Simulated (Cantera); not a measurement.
B2H6 + N2 + H2O (boron, boron nitride and boron oxide)

Charge: 1 mol B2H6, 1 mol N2, 6.5 mol H2O, at 5.30 mbar.

Equilibrium computed with Cantera from the NASA thermochemical tables; the gas is ideal and each condensed phase is pure. Candidate condensed phases: B, BN, B2O3, B3O3H3, H2O; 39 gas species. The feed counts by its element totals alone. Gases not in the tables: H3BO3. The numbers say what is thermodynamically allowed, not how fast it happens.

```tsv
T (K)	x H2	x H2O	x HBO2	x N2	x H	x B2O3	x HBO	n B2O3(l)
1298	0.565	0.318	0.0233	0.0941	1.11e-5	3.32e-5	5.29e-6	0.874
1373	0.556	0.298	0.0528	0.0927	3.41e-5	0.000236	2.27e-5	0.711
1448	0.540	0.262	0.106	0.0901	9.31e-5	0.00136	8.51e-5	0.397
1523	0.521	0.222	0.164	0.0869	0.000229	0.00475	0.000242	0
1598	0.521	0.223	0.162	0.0869	0.000528	0.00560	0.000366	0
1673	0.520	0.224	0.160	0.0869	0.00113	0.00648	0.000531	0
1748	0.519	0.225	0.158	0.0869	0.00226	0.00737	0.000744	0
1823	0.517	0.226	0.156	0.0868	0.00428	0.00825	0.00101	0
1898	0.514	0.227	0.153	0.0866	0.00770	0.00910	0.00133	0
1973	0.510	0.227	0.150	0.0863	0.0132	0.00989	0.00170	0
```
x: gas mole fraction; n: condensed amount in mol.

From 1298 K to 1448 K the condensed part is B2O3(l). From 1523 K to 1973 K nothing is condensed.
